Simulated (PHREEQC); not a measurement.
A solution holds 0.0004 mol Ca(HCO3)2, 0.016 mol Na2SO4 and 0.0012 mol MgSO4 per kg of water, at 25 °C. Closed to the air; pH follows from the charge balance.

All values are PHREEQC results (ion-association model, phreeqc.dat), not measurements.

```json
[
 {"quantity": "pH", "before": "8.06", "after": "7.61"},
 {"quantity": "ionic strength (mol/kgw)", "before": "0.0491", "after": "0.000538"},
 {"quantity": "SO4-2 (mol/kgw)", "before": "0.0154", "after": "0.000171"},
 {"quantity": "NaSO4- (mol/kgw)", "before": "0.00110", "after": "2.47e-7"},
 {"quantity": "Mg+2 (mol/kgw)", "before": "0.000662", "after": "1.16e-5"},
 {"quantity": "MgSO4 (mol/kgw)", "before": "0.000534", "after": "3.78e-7"}
]
```

Problem. Which change was made?
(A) Na2SO4 from 0.016 to 0.0016 mol/kgw
(B) diluted 100-fold with water
(C) diluted 5-fold with water
(D) Ca(HCO3)2 left out
(E) 0.00032 mol/kgw CO2 added

Solution. B, diluted 100-fold with water

Precipitation was switched off in this run.
